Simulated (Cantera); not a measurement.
Cantera run:

```python
import numpy as np
import cantera as ct

gas_names = [...]  # 110 gases of nasa_gas.yaml made of C, H, O
cond_names = """
    C(gr) C6H6(L) C7H8(L) C8H18(L),n-octa H2O(s) H2O(L)
""".split()


# ... load() reads the species with a 1 bar reference pressure and builds the phases ...
atoms = {
    'C6H6': {'C': 6, 'H': 6},
    'H2O': {'H': 2, 'O': 1},
    'H2': {'H': 2},
}
top_T = {'C(gr)': 4500}  # K; cautious upper limits of use, not melting points


# ... equilibrate(T, P, feed) seeds the gas with the atoms and calls Mixture.equilibrate('TP', solver="vcs", rtol=1e-11, max_steps=5000) ...
results = []
feed = {'C6H6': 1, 'H2O': 1.6, 'H2': 4.6}  # mol
P = 10000  # Pa
for T in [1975, 2025, 2075, 2125, 2175, 2225, 2275, 2325, 2375, 2425, 2475, 2525]:
    mix = equilibrate(T, P, feed)
    results.append((T, P, feed, dict(zip(mix.species_names, mix.species_moles))))
    x = sorted(zip(gas.X, gas.species_names), reverse=True)
    print(f"T = {T:g} K  P = {P:g} Pa  gas = {mix.phase_moles(0):.4g} mol")
    print("   x: " + "  ".join(f"{s} {v:.3e}" for v, s in x if v > 1e-05))
    print("   condensed (mol): " + ("  ".join(f"{mix.phase(i).name} {mix.phase_moles(i):.4g}"
          for i in range(1, mix.n_phases) if mix.phase_moles(i) > 1e-12) or "none"))
```

Output:

```
T = 1975 K  P = 10000 Pa  gas = 10.82 mol
   x: H2 8.476e-01  CO 1.479e-01  H 3.984e-03  C2H2,acetylene 5.504e-04  CH4 3.261e-05
   condensed (mol): C(gr) 4.388
T = 2025 K  P = 10000 Pa  gas = 10.83 mol
   x: H2 8.459e-01  CO 1.477e-01  H 5.598e-03  C2H2,acetylene 7.655e-04  CH4 2.844e-05
   condensed (mol): C(gr) 4.383
T = 2075 K  P = 10000 Pa  gas = 10.84 mol
   x: H2 8.436e-01  CO 1.476e-01  H 7.736e-03  C2H2,acetylene 1.047e-03  CH4 2.494e-05
   condensed (mol): C(gr) 4.377
T = 2125 K  P = 10000 Pa  gas = 10.86 mol
   x: H2 8.407e-01  CO 1.474e-01  H 1.053e-02  C2H2,acetylene 1.409e-03  CH4 2.198e-05
   condensed (mol): C(gr) 4.369
T = 2175 K  P = 10000 Pa  gas = 10.88 mol
   x: H2 8.369e-01  CO 1.471e-01  H 1.412e-02  C2H2,acetylene 1.868e-03  CH4 1.944e-05
   condensed (mol): C(gr) 4.359
T = 2225 K  P = 10000 Pa  gas = 10.9 mol
   x: H2 8.321e-01  CO 1.468e-01  H 1.868e-02  C2H2,acetylene 2.441e-03  CH4 1.726e-05
   condensed (mol): C(gr) 4.346
T = 2275 K  P = 10000 Pa  gas = 10.93 mol
   x: H2 8.261e-01  CO 1.463e-01  H 2.440e-02  C2H2,acetylene 3.146e-03  CH4 1.535e-05
   condensed (mol): C(gr) 4.331
T = 2325 K  P = 10000 Pa  gas = 10.97 mol
   x: H2 8.187e-01  CO 1.458e-01  H 3.148e-02  C2H2,acetylene 4.003e-03  CH4 1.367e-05
   condensed (mol): C(gr) 4.311
T = 2375 K  P = 10000 Pa  gas = 11.02 mol
   x: H2 8.096e-01  CO 1.452e-01  H 4.013e-02  C2H2,acetylene 5.027e-03  C2H 1.352e-05  C4H2 1.283e-05  CH4 1.218e-05  CH3 1.117e-05
   condensed (mol): C(gr) 4.288
T = 2425 K  P = 10000 Pa  gas = 11.08 mol
   x: H2 7.987e-01  CO 1.444e-01  H 5.058e-02  C2H2,acetylene 6.236e-03  C2H 2.406e-05  C4H2 2.005e-05  CH3 1.257e-05  CH4 1.085e-05
   condensed (mol): C(gr) 4.26
T = 2475 K  P = 10000 Pa  gas = 11.15 mol
   x: H2 7.857e-01  CO 1.435e-01  H 6.307e-02  C2H2,acetylene 7.641e-03  C2H 4.175e-05  C4H2 3.066e-05  CH3 1.401e-05
   condensed (mol): C(gr) 4.227
T = 2525 K  P = 10000 Pa  gas = 11.24 mol
   x: H2 7.704e-01  CO 1.424e-01  H 7.781e-02  C2H2,acetylene 9.250e-03  C2H 7.070e-05  C4H2 4.591e-05  CH3 1.545e-05
   condensed (mol): C(gr) 4.188
```

These are equilibrium values from Cantera (NASA tables, ideal gas, pure condensed phases), not measurements of a reactor.
